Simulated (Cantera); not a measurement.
A perfectly stirred reactor is fed with 63.1 % N2O, 0.246 % H2, 36.6 % N2, at 128 Torr; it is held at 1600 K, and followed from long to short residence time.

Model: GRI-Mech 3.0 (53 species, 325 reactions), integrated in Cantera. GRI-Mech 3.0 was tuned for natural gas; its chemistry of N2O as a main component is partial and can be far from experiment. The temperature is held fixed by assumption; the heat of reaction is taken as removed at once.

One state of this run: x N2O = 0.353; x H2 = 7.48e-5; x NO = 0.0574; x OH = 0.000145; x HO2 = 1.15e-6; x H = 7.10e-7; x O = 0.000160. x: mole fraction; the columns are a selection and need not sum to one.

**Question.** Which value of τ (s) does it belong to?
A) 0.0017
B) 0.00015
C) 29
D) 0.020

**Answer.** D, 0.020
